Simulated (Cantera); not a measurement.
What does this Cantera script print?

```python
import numpy as np
import cantera as ct

gas_names = """
    C CN CO CO2 C2 CCN CNC C2N2 C2O C3 C3O2 C4 C4N2 C5 Fe FeC5O5 FeO N NCO NO NO2 NO3 N2 N2O O O2 O3
""".split()
cond_names = """
    C(gr) Fe(a) Fe(c) Fe(d) Fe(L) FeC5O5(L) FeO(s) FeO(L) Fe2O3(s) Fe3O4(s)
""".split()


def load(file, names, dense=False):
    # The tables refer to 1 bar. Condensed volumes are neglected.
    table = {s.name: s for s in ct.Species.list_from_file(file)}
    out = []
    for n in names:
        d = dict(table[n].input_data)
        d["thermo"] = dict(d["thermo"], **{"reference-pressure": 1e5})
        if dense:
            d["equation-of-state"] = {"model": "constant-volume", "density": "1e6 g/cm^3"}
        out.append(ct.Species.from_dict(d))
    return out


gas = ct.Solution(thermo="ideal-gas", species=load("nasa_gas.yaml", gas_names))
cond = {s.name: ct.Solution(thermo="fixed-stoichiometry", species=[s], name=s.name)
        for s in load("nasa_condensed.yaml", cond_names, dense=True)}
atoms = {
    'Fe2O3': {'Fe': 2, 'O': 3},
    'CO': {'C': 1, 'O': 1},
    'N2': {'N': 2},
}
top_T = {'C(gr)': 4500, 'Fe2O3(s)': 1830, 'Fe3O4(s)': 1870}  # K; cautious upper limits of use, not melting points


def equilibrate(T, P, feed):
    n = {}
    for name, mol in feed.items():
        for a, k in atoms[name].items():
            n[a] = n.get(a, 0.0) + k * mol
    gas.TPX = T, P, n
    mass = sum(n.values()) * gas.mean_molecular_weight
    gas.equilibrate("TP")
    valid = [c for c in cond.values() if c.min_temp <= T <= top_T.get(c.name, c.max_temp)]
    mix = ct.Mixture([(gas, mass / gas.mean_molecular_weight)] + [(c, 0.0) for c in valid])
    mix.T, mix.P = T, P
    mix.equilibrate("TP", solver="vcs", rtol=1e-11, max_steps=5000)
    return mix


results = []
feed = {'Fe2O3': 1, 'CO': 1.9, 'N2': 0.1}  # mol
T = 2475  # K
P = 13332.2  # Pa
mix = equilibrate(T, P, feed)
results.append((T, P, feed, dict(zip(mix.species_names, mix.species_moles))))
print(gas.report(threshold=0.0001))
for i in range(1, mix.n_phases):
    print(f"{mix.phase(i).name:16s} {mix.phase_moles(i):12.5e} mol")
```

Output:

```
       temperature   2475 K
          pressure   13332 Pa
           density   0.023472 kg/m^3
  mean mol. weight   36.229 kg/kmol
   phase of matter   gas

                          1 kg             1 kmol
                     ---------------   ---------------
          enthalpy       -3.6594e+06       -1.3258e+08  J
   internal energy       -4.2274e+06       -1.5316e+08  J
           entropy            8764.1        3.1751e+05  J/K
    Gibbs function       -2.5351e+07       -9.1842e+08  J
 heat capacity c_p            1337.1             48441  J/K
 heat capacity c_v            1107.6             40126  J/K

                      mass frac. Y      mole frac. X     chem. pot. / RT
                     ---------------   ---------------   ---------------
                CO           0.34304            0.4437           -36.649
               CO2           0.57823           0.47601           -54.785
                Fe          0.022113          0.014346           -11.351
               FeO         0.0092993         0.0046894           -29.487
                NO        0.00092805         0.0011205           -34.504
                N2          0.036996          0.047845           -32.735
                 O         0.0014662         0.0033202           -18.136
                O2         0.0079284         0.0089767           -36.272
     [  +19 minor]        1.5914e-07        2.2196e-07

C(gr)             0.00000e+00 mol
Fe(L)             0.00000e+00 mol
FeC5O5(L)         0.00000e+00 mol
FeO(L)            1.96068e+00 mol
```

Equilibrium computed with Cantera from the NASA thermochemical tables; the gas is ideal and each condensed phase is pure. The tables' stoichiometric FeO is somewhat more stable than real wüstite, so its field is too wide. FeO: taken at fixed stoichiometry.
